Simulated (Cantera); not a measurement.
A closed system holds: 1 mol Si3N4, 1.2 mol N2O, 45 mol H2, equilibrated at 750 Torr.

Method: chemical equilibrium by Gibbs-energy minimisation in Cantera with the NASA 1993 tables (ideal gas, pure condensed phases). Candidate condensed phases: H2O, Si, SiO2, Si2N2O, Si3N4; 35 gas species. Mutual solubility and eutectic melting of coexisting phases are not modelled. Gases not in the tables: Si2H6 and higher silanes. The numbers say what is thermodynamically allowed, not how fast it happens.

Problem. Which condensed phases are stable at each of these points (T (K)): 1650, 1700, 1750, 1800, 1850, 1900, 1950, 2000, 2050?

Solution. 
```json
[
 {"T (K)": "1650", "condensed phases": "Si2N2O(s) + Si3N4(s)", "Si condensed (%)": "100.0"},
 {"T (K)": "1700", "condensed phases": "Si2N2O(s) + Si3N4(s)", "Si condensed (%)": "100.0"},
 {"T (K)": "1750", "condensed phases": "Si2N2O(s) + Si3N4(s)", "Si condensed (%)": "99.9"},
 {"T (K)": "1800", "condensed phases": "Si2N2O(s) + Si3N4(s)", "Si condensed (%)": "99.7"},
 {"T (K)": "1850", "condensed phases": "Si2N2O(s) + Si3N4(s)", "Si condensed (%)": "99.0"},
 {"T (K)": "1900", "condensed phases": "Si(l) + Si2N2O(s) + Si3N4(s)", "Si condensed (%)": "97.6"},
 {"T (K)": "1950", "condensed phases": "Si(l) + Si2N2O(s)", "Si condensed (%)": "91.7"},
 {"T (K)": "2000", "condensed phases": "Si(l) + Si2N2O(s)", "Si condensed (%)": "73.9"},
 {"T (K)": "2050", "condensed phases": "Si(l)", "Si condensed (%)": "59.6"}
]
```

From 1650 K to 1850 K the condensed part is Si2N2O(s) + Si3N4(s). At 1900 K the condensed part is Si(l) + Si2N2O(s) + Si3N4(s). From 1950 K to 2000 K the condensed part is Si(l) + Si2N2O(s). At 2050 K the condensed part is Si(l).
